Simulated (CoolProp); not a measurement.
The numbers come from the reference Helmholtz-energy equation of state, Lemmon 2006 in CoolProp. It is a short technical equation, of lower accuracy than the large ones.

Question: Give the vapour pressure (MPa), vapour density (kg/m³), surface tension (mN/m) of saturated carbon monoxide at -153.15 °C.

Answer: 
```tsv
T (°C)	p (MPa)	vapour density (kg/m³)	surface tension (mN/m)
-153.15	1.88	78.8	1.95
```

Surface tension comes from a separate correlation (Mulero 2012).
